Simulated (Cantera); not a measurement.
A closed system holds: 1 mol CH3SiCl3, 0.36 mol C2H2, 8.5 mol H2, at 12.0 mbar.

Cantera equilibrium calculation (NASA polynomials, part measured and part estimated; ideal gas, pure solids and liquids). Candidate condensed phases: C, C6H6, C7H8, C8H18, Si, SiC; 109 gas species. The feed counts by its element totals alone. Equilibrium is a limit: real reactors are often held back by kinetics, nucleation or transport.

Over these rows the condensed part is C(graphite) + SiC(s). Partial pressures as log10 of bar:

```json
[
 {"T (K)": "1348", "1000/T (1/K)": "0.7418", "log p SiCl4": "-5.53", "log p H2": "-2.05", "log p HCl": "-2.52"},
 {"T (K)": "1423", "1000/T (1/K)": "0.7027", "log p SiCl4": "-5.95", "log p H2": "-2.05", "log p HCl": "-2.52"},
 {"T (K)": "1498", "1000/T (1/K)": "0.6676", "log p SiCl4": "-6.34", "log p H2": "-2.05", "log p HCl": "-2.53"},
 {"T (K)": "1573", "1000/T (1/K)": "0.6357", "log p SiCl4": "?", "log p H2": "-2.05", "log p HCl": "-2.53"},
 {"T (K)": "1648", "1000/T (1/K)": "0.6068", "log p SiCl4": "-7.01", "log p H2": "-2.05", "log p HCl": "-2.53"},
 {"T (K)": "1723", "1000/T (1/K)": "0.5804", "log p SiCl4": "-7.30", "log p H2": "-2.05", "log p HCl": "-2.54"}
]
```

### Question
Fit log p(SiCl4) = a + b·(1000/T) to the five rows, give the apparent enthalpy, and predict the row at 1573 K.

### Answer
Means: 1000/T = 0.6599, log p = -6.426. Sxy = 0.194911, Sxx = 0.0177386, so b = 10.99 and a = -6.426 − (10.99)×0.6599 = -13.68.
Apparent enthalpy: −19.145 × (10.99) = -210 kJ/mol. With the condensed phases at unit activity, SiC(s) + 4 HCl(g) = SiCl4(g) + C(graphite) + 2 H2(g) links this pressure to the main gases: over the six rows their terms move log p by -0.08 in all, so the slope is close to that reaction's ΔH°. The five rows lie within 0.01 of the line.
Prediction at 1573 K: -13.68 + (10.99)×0.6357 = -6.69. The computed value is -6.69, 0.00 from the line.
